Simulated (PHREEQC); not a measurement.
1 kg of water holding 0.26 mol K2SO4, 0.0089 mol NaCl and 0.0081 mol Na2SO4 is evaporated at 25 °C; the solids stay in contact with the brine. No CO2 enters from the air. The run lets Arcanite, Glaserite, Halite, Mirabilite, Misenite, Sylvite, Thenardite precipitate or redissolve, and no other solid.

Base run: PHREEQC, Pitzer model, pitzer.dat. Each further column changes one thing. The table gives ionic strength.

```csv
H2O removed (mol),base,temperature from 25 to 75 °C
0,0.813,0.813
30.18,1.78,1.78
43.95,2.10,3.37
50.23,2.33,3.59
52.58,2.66,3.91
54.17,3.53,4.74
54.9,3.74,5.24
55.23,3.79,5.05
```

 At this temperature some constants are extrapolated from 25 °C, and those without enthalpy data are left unchanged.
